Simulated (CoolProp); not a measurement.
Oxygen at 293.15 K and 0.28 MPa flows at 12 m/s in a round tube of 25 mm bore and 15 µm roughness, fully developed (64/Re and Nu = 3.66 if laminar; Colebrook and Gnielinski if turbulent). Each further row changes one setting.

Computed with CoolProp (reference Helmholtz-energy equation of state, Schmidt 1985).

```csv
case,Reynolds number,Darcy friction factor,pressure drop (Pa/m),heat-transfer coefficient (W/(m² K)),mass flow (kg/h)
as stated,54400,0.0226,…,130,78.1
velocity 24 m/s,109000,…,871,237,…
diameter 50 mm,109000,…,102,…,…
```

Problem. What belongs in the gaps?

Solution. 
- as stated, pressure drop (Pa/m): 239
- velocity 24 m/s, Darcy friction factor: 0.0205
- velocity 24 m/s, mass flow (kg/h): 156
- diameter 50 mm, Darcy friction factor: 0.0192
- diameter 50 mm, heat-transfer coefficient (W/(m² K)): 111
- diameter 50 mm, mass flow (kg/h): 312

Viscosity comes from a separate model (Lemmon 2004). Thermal conductivity comes from a separate model (Lemmon 2004).
